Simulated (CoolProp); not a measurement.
Aqueous magnesium chloride as a coolant, at -4 °C, 1 atm.

The numbers come from the Melinder's fits for secondary coolants in CoolProp.

```csv
mass %,freezing point (°C),conductivity (W/(m K)),Prandtl number,density (kg/m³),viscosity (mPa s)
9.3,-7.3,0.535,[?],1083,3.11
12.6,-12.4,[?],24.3,1113,3.74
16,-18.8,0.518,27.1,[?],4.34
19.3,[?],0.509,31.8,1177,5.27
22.6,-37.9,0.497,59.9,1213,10.2
26,[?],[?],502,1259,84.9
```

Problem. Complete the blanks.

Solution. 
- 9.3, Prandtl number: 21.0
- 12.6, conductivity (W/(m K)): 0.526
- 16, density (kg/m³): 1145
- 19.3, freezing point (°C): -26.7
- 26, freezing point (°C): -57.0
- 26, conductivity (W/(m K)): 0.473
